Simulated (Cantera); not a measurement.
Input: 1 mol Fe₃O₄, 2700 mol H₂, 0.13 mol H₂O, equilibrated at 1275 °C and 71.0 Pa.

Cantera equilibrium calculation (NASA polynomials, part measured and part estimated; ideal gas, pure solids and liquids). Candidate condensed phases: Fe, FeO, Fe(OH)₂, Fe(OH)₃, Fe₂O₃, Fe₃O₄, H₂O; 12 gas species. Equilibrium is a limit: real reactors are often held back by kinetics, nucleation or transport.

Base state: H₂ 0.997, H₂O 0.00153, H 0.00115, Fe 0.000567 (mole fractions); condensed: Fe(γ).

Task: What changes in the equilibrium state with this change: Fe₃O₄ replaced by Ta₂O₅?

Result: 
| species | before | after |
|---|---|---|
| H₂ | 0.997 | 0.999 |
| H | 0.00115 | 0.00115 |
| H₂O | 0.00153 | 0.000136 |
| Fe | 0.000567 | 0 |
| Fe(γ), mol | 1.47 | 0 |
| Ta(s), mol | 0 | 0.0953 |
| Ta₂O₅(s), mol | 0 | 0.952 |
Mutual solubility and eutectic melting of coexisting phases are not modelled. Condensed phases not in the tables: N, O or C dissolved in the metal. Further candidate phases: Ta, Ta₂O₅.
